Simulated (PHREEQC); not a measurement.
Solution (60 °C): 3.6 mol/kgw CaCl2. Closed to the air; pH follows from the charge balance.

Model: Pitzer model, pitzer.dat, run in PHREEQC.

No solid was allowed to form.

Problem. What activity of water, osmotic coefficient, density does the model give?

Solution. activity of water 0.694; osmotic coefficient 1.878; density 1.243 g/cm³.

Away from 25 °C the constants follow the database's enthalpies or fits; those with neither stay at their 25 °C values.
